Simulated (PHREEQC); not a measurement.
A solution holds 0.0036 mol ZnCl2 and 0.048 mol NiCl2 per kg of water, at 25 °C. Closed to the air; pH follows from the charge balance.

All values are PHREEQC results (ion-association model, wateq4f.dat), not measurements.

| Quantity | Value |
|---|---|
| pH | 5.62 |
| ionic strength | 0.145 mol/kgw |

```csv
species,molality,activity,log γ
Cl-,0.0980,0.0722,-0.133
Ni+2,0.0438,0.0147,-0.474
NiCl+,0.00350,0.00267,-0.118
Zn+2,0.00327,0.00118,-0.444
NiCl2,0.000676,0.000699,0.015
ZnCl+,0.000308,0.000229,-0.129
ZnCl2,1.67e-5,1.73e-5,0.015
H+,2.96e-6,2.40e-6,-0.091
ZnCl3-,1.88e-6,1.40e-6,-0.129
ZnOHCl,1.13e-6,1.17e-6,0.015
NiOH+,1.11e-6,8.45e-7,-0.118
ZnOH+,7.05e-7,5.37e-7,-0.118
ZnCl4-2,1.52e-7,5.06e-8,-0.478
OH-,5.69e-9,4.17e-9,-0.135
```

No solid was allowed to form. Complexes and solids missing from the database can't appear.
